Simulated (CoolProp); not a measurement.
Properties of cis-2-butene along the isobar 1.01 bar.

The numbers come from the reference Helmholtz-energy equation of state, Lemmon 2005 in CoolProp. It is a short technical equation, of lower accuracy than the large ones.

| T (K) | phase | cv (kJ/(kg K)) | isothermal compressibility (1/MPa) |
|---|---|---|---|
| 207.2 | liquid | 1.342 | 0.0009333 |
| 252.6 | liquid | 1.405 | 0.001470 |
| 298 | gas | 1.317 | 10.22 |
| 343.4 | gas | 1.476 | 10.09 |
| 388.8 | gas | 1.648 | 10.02 |
| 434.2 | gas | 1.819 | 9.986 |
| 479.6 | gas | 1.985 | 9.962 |
| 525 | gas | 2.144 | 9.946 |
